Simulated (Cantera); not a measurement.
# Chlorosilane synthesis and conversion: SiCl4 + Cl2 + H2

Input: 1 mol SiCl4, 0.62 mol Cl2, 0.77 mol H2, held at 1200 K and 1100000 Pa.

Method: chemical equilibrium by Gibbs-energy minimisation in Cantera with the NASA 1993 tables (ideal gas, pure condensed phases). Candidate condensed phases: Si; 19 gas species. The tables' values for SiCl3 are old estimates; treat these amounts as uncertain. Rates play no part.

```json
{
 "x(HCl)": "0.520",
 "x(SiCl4)": "0.417",
 "x(H2)": "0.0613",
 "x(SiHCl3)": "0.00134",
 "x(SiCl3)": "0.000240",
 "x(SiCl2)": "1.21e-6",
 "gas_amount": "2.390 mol",
 "log10 activity of Si(s) (absent)": "-6.94"
}
```
